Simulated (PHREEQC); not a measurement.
Dissolve 1.1 mmol/kgw CaSO4, 1.6 mmol/kgw NaF and 0.081 mmol/kgw KCl at 25 °C. Closed to the air; pH follows from the charge balance.

Model: ion-association model, phreeqc.dat, run in PHREEQC.

Each row changes one thing in this solution. No solid was allowed to form.

```tsv
case	pH	ionic strength (mol/kgw)	Ca+2 (mol/kgw)	SO4-2 (mol/kgw)	CaSO4 (mol/kgw)	NaSO4- (mol/kgw)	SI of Gypsum (CaSO4:2H2O)	SI of Fluorite (CaF2)
as made	7.24	0.00569	0.00101	0.000999	9.51e-5	5.81e-6	-1.69	+1.80
KCl from 8.1e-05 to 8.91e-05 mol/kgw	7.24	0.00570	0.00101	0.000999	9.50e-5	5.81e-6	-1.69	+1.80
diluted 2-fold with water	7.16	0.00292	0.000520	0.000518	(withheld)	1.64e-6	-2.19	+0.97
NaF replaced by NaHF2 at the same molality	3.40	0.00610	0.00101	0.000973	9.11e-5	(withheld)	-1.71	(withheld)
diluted 10-fold with water	7.04	0.000601	0.000108	0.000108	1.67e-6	(withheld)	-3.45	-1.03
```

### Question
Some entries are withheld; supply them.

### Answer

- diluted 2-fold with water, CaSO4 (mol/kgw): 3.01e-5
- NaF replaced by NaHF2 at the same molality, NaSO4- (mol/kgw): 5.60e-6
- NaF replaced by NaHF2 at the same molality, SI of Fluorite (CaF2): +2.01
- diluted 10-fold with water, NaSO4- (mol/kgw): 7.76e-8

Complexes and solids missing from the database can't appear. Some of these states are supersaturated (in Fluorite, for instance).
